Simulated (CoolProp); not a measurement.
Vapour-liquid equilibrium of propylene (1) + n-hexane (2) at -30.65 °C; x and y are mole fractions of (1).

Computed with CoolProp (multi-fluid Helmholtz-energy mixture model, Lemmon 2013 and Thol 2019; pair parameters Bell 2016).

Problem. Give the bubble pressure and the first vapour's composition at x = 0.15, 0.25, 0.85. Is there an azeotrope?

Solution. x = 0.15: 0.04380 MPa, y = 0.981; x = 0.25: 0.06146 MPa, y = 0.987; x = 0.85: 0.1728 MPa, y = 0.999. No azeotrope shows between x = 0.05 and 0.95.

The pair parameters rest on a limited set of measurements; away from them the model extrapolates. The gap from Raoult's law changes sign with composition, which may be real or a fault of the pair parameters; it wasn't checked against measurements. With so large a gap from Raoult's law the liquid may split in two, which this calculation doesn't test in full.
